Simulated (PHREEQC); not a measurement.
PHREEQC input (ion-association model, wateq4f.dat):

```
SOLUTION_MASTER_SPECIES
  An  An-  0  An  62.0  # stands for a non-complexing anion
SOLUTION_SPECIES
  An- = An-
    -log_k 0
    -gamma 3.0 0
  PO4-3 + 3H+ = H3PO4  # constants of phreeqc.dat
    -log_k 21.721
    -delta_h -10.1 kJ
PHASES
  Fix_H+
    H+ = H+
    -log_k 0
SOLUTION 1
  temp 25
  units mmol/kgw
  pH 7 charge
  P 9.3
  Na 14.3
  An 5
END
SELECTED_OUTPUT 1
  -reset false
  -pH true
  -pe true
  -ionic_strength true
  -water true
  -totals Na P
  -molalities Hfo_wOH Hfo_wOH2+ Hfo_wO- Hfo_sOH Hfo_sOH2+ Hfo_sO- Hfo_wH2PO4 Hfo_wHPO4- Hfo_wPO4-2
USER_PUNCH 1
  -headings sigma psi
  10 PUNCH EDL("sigma", "Hfo"), EDL("psi", "Hfo")
PRINT
  -reset false
USE solution 1
SURFACE 1
  Hfo_wOH 0.00674157 600 3
  Hfo_sOH 0.000168539
EQUILIBRIUM_PHASES 1
  Fix_H+ -4 HAn 10
    -force_equality true
  O2(g) -0.68 10
END
# ... the last block is repeated for the other 12 points of pH, with NaOH or the acid as the point needs
```

Selected output (columns that matter, 13 of 13 rows; pH added in front):

```
pH	mu	Na	P	m_Hfo_wOH	m_Hfo_wOH2+	m_Hfo_wO-	m_Hfo_sOH	m_Hfo_sOH2+	m_Hfo_sO-	m_Hfo_wH2PO4	m_Hfo_wHPO4-	m_Hfo_wPO4-2	sigma	psi
4	0.01445	0.014298	0.002615	5.2146e-08	5.6787e-05	1.097e-12	1.546e-07	0.00016836	3.2523e-12	0.0065365	0.00014734	5.6402e-08	0.0041657	0.014965
4.5	0.014342	0.014298	0.0026533	1.5761e-07	9.5028e-05	5.9885e-12	2.7904e-07	0.00016824	1.0602e-11	0.0063854	0.00025997	1.7975e-07	0.00015747	0.00057589
5	0.014292	0.014298	0.0027278	4.6857e-07	0.00016921	2.9724e-11	4.6536e-07	0.00016805	2.952e-11	0.0061524	0.0004182	4.8275e-07	-0.0043908	-0.015834
5.5	0.014289	0.014298	0.0028592	1.356e-06	0.00029971	1.4054e-10	7.59e-07	0.00016776	7.8668e-11	0.0057949	0.00064358	1.2138e-06	-0.0095723	-0.032799
6	0.014398	0.014298	0.0030738	3.8344e-06	0.00051186	6.5802e-10	1.253e-06	0.00016727	2.1503e-10	0.0052557	0.00096643	3.018e-06	-0.015727	-0.049422
6.5	0.014815	0.014298	0.0034101	1.0949e-05	0.00084102	3.2652e-09	2.1656e-06	0.00016635	6.4585e-10	0.0044569	0.0014242	7.7292e-06	-0.023178	-0.064803
7	0.015812	0.014299	0.0039215	3.3403e-05	0.0013299	1.922e-08	4.1289e-06	0.00016439	2.3757e-09	0.0033134	0.0020428	2.1389e-05	-0.031699	-0.077497
7.5	0.017239	0.014299	0.0045929	0.000109	0.0019256	1.4134e-07	9.0275e-06	0.00015949	1.1706e-08	0.0019429	0.0026996	6.3702e-05	-0.039787	-0.086199
8	0.020063	0.015912	0.0052627	0.00034756	0.0023558	1.1747e-06	2.1657e-05	0.00014679	7.3198e-08	0.00083322	0.0030176	0.00018559	-0.047579	-0.091165
8.5	0.022725	0.017707	0.0059325	0.00096178	0.0024038	8.8157e-06	4.8032e-05	0.00012005	4.4026e-07	0.00027018	0.0026536	0.0004426	-0.05491	-0.095112
9	0.025455	0.019636	0.0067451	0.0021173	0.0020188	5.0872e-05	8.5216e-05	8.1251e-05	2.0475e-06	6.7199e-05	0.00173	0.00075639	-0.064107	-0.099933
9.5	0.028247	0.02166	0.0076046	0.003509	0.0013246	0.00021295	0.00011717	4.4231e-05	7.1107e-06	1.2289e-05	0.0007991	0.00088247	-0.07588	-0.10571
10	0.030748	0.023502	0.0083159	0.0044198	0.00067782	0.00066023	0.00012935	1.9837e-05	1.9322e-05	1.648e-06	0.00026378	0.00071703	-0.090062	-0.11214
```

H3PO4, which wateq4f.dat lacks, is added to it with the constant of phreeqc.dat.
